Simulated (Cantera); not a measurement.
Feed: 1 mol HBr, 0.71 mol H₂O, 1.4 mol O₂, equilibrated at 0.320 bar.

These are equilibrium values from Cantera (NASA tables, ideal gas, pure condensed phases), not measurements of a reactor. Candidate condensed phases: Br₂, H₂O; 25 gas species. Ions and electrons are included (thermal ionisation). Rates play no part.

x: gas mole fraction; nothing condenses.

| T (K) | x O | x H | x O₂ | x Br | x H₂O | x OH | x H₂ | x HBr |
|---|---|---|---|---|---|---|---|---|
| 3000 | 0.102 | 0.0489 | 0.257 | 0.236 | 0.196 | 0.104 | 0.0307 | 0.0252 |
| 3500 | ? | ? | ? | ? | ? | 0.0980 | ? | ? |
| 4000 | 0.454 | 0.314 | 0.0297 | 0.154 | 0.00216 | 0.0319 | 0.0124 | 0.00209 |
| 4500 | 0.495 | 0.340 | ? | 0.146 | ? | ? | ? | ? |
| 5000 | 0.503 | 0.346 | 0.00165 | 0.145 | 8.34e-6 | 0.00251 | 0.000929 | 0.000199 |

Q: Fill in the missing entries.

A: 
- 4500, x O₂: 0.00633
- 4500, x H₂O: 0.000107
- 4500, x OH: 0.00824
- 4500, x H₂: 0.00310
- 4500, x HBr: 0.000573
- 3500, x O: 0.303
- 3500, x H: 0.206
- 3500, x O₂: 0.121
- 3500, x Br: 0.185
- 3500, x H₂O: 0.0401
- 3500, x H₂: 0.0388
- 3500, x HBr: 0.00891
